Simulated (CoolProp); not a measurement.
Saturation properties of fluorine (Tc = 144.4 K, pc = 5.240 MPa, ω = 0.045).

Values from CoolProp's reference Helmholtz-energy equation of state, de Reuck 1990.

| T (K) | p (MPa) | liquid density (kg/m³) | vapour density (kg/m³) | enthalpy of vaporisation (kJ/kg) | liquid cp (kJ/(kg K)) |
|---|---|---|---|---|---|
| 87.1 | 0.1276 | 1487 | 6.977 | 172.4 | 1.518 |
| 91.3 | 0.1969 | 1457 | 10.42 | 168.2 | 1.535 |
| 95.5 | 0.2917 | 1425 | 15.02 | 163.6 | 1.557 |
| 99.6 | 0.4138 | 1393 | 20.85 | 158.9 | 1.583 |
| 103.8 | 0.5745 | 1359 | 28.44 | 153.5 | 1.615 |
| 108 | 0.7766 | 1323 | 37.99 | 147.8 | 1.656 |
| 112.2 | 1.026 | 1285 | 49.90 | 141.4 | 1.708 |
| 116.3 | 1.320 | 1246 | 64.28 | 134.6 | 1.775 |
| 120.5 | 1.680 | 1202 | 82.56 | 126.7 | 1.870 |
| 124.7 | 2.106 | 1154 | 105.5 | 117.8 | 2.009 |

It boils at 85.0 K under 1 atm.
